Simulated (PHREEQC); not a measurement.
Synthetic water in mmol/kgw, 30 °C, pH 4.04, pe 9.9:

```csv
constituent,mmol/kgw
Na,3.6
K,1.07
Ca,0.75
Mg,1.29
Cl,1.84
S(6),3.64
Cd,0.0812
Cu(2),0.00116
Al,0.00115
Mn(2),0.207
Pb,0.00321
```

Cl is adjusted to close the charge balance.
Valence states are taken as typed.

Equilibrium calculation in PHREEQC: ion-association model, wateq4f.dat.

Each row changes one thing in this solution. No solid was allowed to form.

| case | ionic strength (mol/kgw) | SO4-2 (mol/kgw) | Mg+2 (mol/kgw) | Ca+2 (mol/kgw) | MgSO4 (mol/kgw) | Mn+2 (mol/kgw) | SI of Anglesite (PbSO4) | SI of Gypsum (CaSO4:2H2O) |
|---|---|---|---|---|---|---|---|---|
| as made | 0.0132 | 0.00303 | 0.000972 | 0.000598 | 0.000318 | 0.000166 | -0.89 | -1.55 |
| temperature from 30 to 50 °C at the same typed pH | 0.0126 | 0.00289 | 0.000867 | 0.000585 | 0.000423 | 0.000157 | -1.01 | -1.55 |
| all concentrations times 2 at the same typed pH | 0.0248 | 0.00569 | 0.00176 | 0.00110 | 0.000825 | 0.000306 | -0.52 | -1.13 |

Complexes and solids missing from the database can't appear. Constants without temperature data keep their 25 °C values here.
